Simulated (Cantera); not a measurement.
# Ca(OH)2 + C + CO2 (calcination and drying)

A closed system holds: 1 mol Ca(OH)2, 0.82 mol C, 0.027 mol CO2, held at 0.100 bar.

These are equilibrium values from Cantera (NASA tables, ideal gas, pure condensed phases), not measurements of a reactor. Candidate condensed phases: C, C6H6, C7H8, C8H18, Ca, CaCO3, CaO, Ca(OH)2, H2O; 115 gas species. Equilibrium is a limit: real reactors are often held back by kinetics, nucleation or transport.

| T (°C) | x H2 | x CH4 | x CO | x H2O | x CO2 | x H | x OH | x Ca(OH)2 | n CaCO3(calcite) | n CaO(s) | n C(graphite) |
|---|---|---|---|---|---|---|---|---|---|---|---|
| 277 | 0.517 | 0.476 | 2.51e-8 | 0.00729 | 2.05e-8 | <1e-12 | <1e-12 | <1e-12 | 0.525 | 0.475 | 0 |
| 427 | 0.640 | 0.348 | 0.000430 | 0.0118 | 7.47e-5 | <1e-12 | <1e-12 | <1e-12 | 0.522 | 0.478 | 0.0659 |
| 577 | 0.816 | 0.0414 | 0.0816 | 0.0469 | 0.0143 | 5.85e-11 | <1e-12 | <1e-12 | 0.444 | 0.556 | 0.258 |
| 727 | 0.489 | 0.000339 | 0.398 | 0.0519 | 0.0606 | 5.02e-9 | 1.18e-12 | <1e-12 | 0 | 1.00 | 0 |
| 877 | 0.476 | 7.52e-6 | 0.411 | 0.0649 | 0.0472 | 1.63e-7 | 1.34e-10 | 5.64e-11 | 0 | 1.00 | 0 |
| 1027 | 0.467 | 4.15e-7 | 0.421 | 0.0742 | 0.0379 | 2.39e-6 | 4.96e-9 | 1.56e-9 | 0 | 1.00 | 0 |
| 1177 | 0.461 | 4.27e-8 | 0.427 | 0.0806 | 0.0314 | 2.03e-5 | 8.52e-8 | 2.12e-8 | 0 | 1.00 | 0 |
| 1327 | 0.456 | 6.86e-9 | 0.432 | 0.0852 | 0.0268 | 0.000116 | 8.50e-7 | 1.73e-7 | 0 | 1.00 | 0 |
| 1477 | 0.453 | 1.53e-9 | 0.435 | 0.0885 | 0.0235 | 0.000495 | 5.68e-6 | 9.68e-7 | 0 | 1.000 | 0 |
| 1627 | 0.449 | 4.37e-10 | 0.437 | 0.0909 | 0.0210 | 0.00168 | 2.80e-5 | 4.08e-6 | 0 | 1.000 | 0 |
x: gas mole fraction; n: condensed amount in mol.

At 277 °C the condensed part is CaCO3(calcite) + CaO(s). From 427 °C to 577 °C the condensed part is C(graphite) + CaCO3(calcite) + CaO(s). From 727 °C to 1627 °C the condensed part is CaO(s).
